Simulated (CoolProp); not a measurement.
Hydrogen sulfide along the isobar 470 kPa: Z from the reference equation and from simpler models built on Tc = 373.1 K, pc = 8999 kPa, ω = 0.101; each cubic takes its own stable root.

Values from CoolProp's reference Helmholtz-energy equation of state, Lemmon 2006. It is a short technical equation, of lower accuracy than the large ones.

```csv
T (K),phase,reference
211.2,liquid,0.009577
227.8,liquid,0.009165
244.4,liquid,0.008842
261.1,gas,0.9432
277.7,gas,0.9539
294.3,gas,0.9620
310.9,gas,0.9682
327.5,gas,0.9732
344.2,gas,0.9772
360.8,gas,0.9804
377.4,gas,0.9831
394,gas,0.9853
410.6,gas,0.9872
427.3,gas,0.9887
443.9,gas,0.9901
460.5,gas,0.9913
```

### Question
How far does each simpler model (van der Waals, Redlich-Kwong) lie from the reference over these 16 states: mean and median of the absolute difference, and the worst?

### Answer
- van der Waals: mean 1918.2 %, median 0.5 %, worst +10722.2 % at 244.4 K and 470 kPa
- Redlich-Kwong: mean 0.8 %, median 0.1 %, worst +4.2 % at 244.4 K and 470 kPa

At some of these states van der Waals gives the other phase, because its saturation line lies elsewhere.
